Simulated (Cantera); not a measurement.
**Stirred combustor or abatement burner**

A perfectly stirred reactor is fed with 7.05 % CH4, 19.6 % O2, 73.3 % N2, at 500000 Pa; it is adiabatic with a 475 K inlet, and is followed from long to short residence time, starting on the burning branch (τ in s: 0.075, 0.034, 0.015, 0.0068, 0.003, 0.0014, 0.00061, 0.00027, 0.00012, 5.5e-05).

Detailed kinetics in Cantera: GRI-Mech 3.0 (53 species, 325 reactions).

```tsv
τ (s)	T (K)	x CH4	x O2	x CH3	x N2O	x C2H6	x CO	x NO
0.075	2010	3.02e-6	0.0547	9.62e-7	5.23e-7	2.00e-11	0.000276	0.000225
0.034	2009	6.14e-6	0.0548	1.96e-6	5.84e-7	8.00e-11	0.000363	0.000126
0.015	2006	1.21e-5	0.0549	3.88e-6	7.02e-7	2.91e-10	0.000538	7.67e-5
0.0068	2002	2.22e-5	0.0550	7.04e-6	8.88e-7	8.67e-10	0.000849	5.39e-5
0.0030	1995	3.96e-5	0.0552	1.23e-5	1.14e-6	2.33e-9	0.00141	4.20e-5
0.0014	1983	6.69e-5	0.0556	2.00e-5	1.36e-6	5.39e-9	0.00230	3.52e-5
0.00061	1964	0.000119	0.0565	3.35e-5	1.46e-6	1.31e-8	0.00389	2.93e-5
0.00027	1934	0.000217	0.0579	5.58e-5	1.39e-6	3.35e-8	0.00650	2.38e-5
0.00012	1886	0.000428	0.0607	9.74e-5	1.20e-6	1.05e-7	0.0109	1.78e-5
5.5e-5	1801	0.00107	0.0668	0.000201	8.92e-7	6.64e-7	0.0191	9.82e-6
```
x: mole fraction; the columns are a selection and need not sum to one.
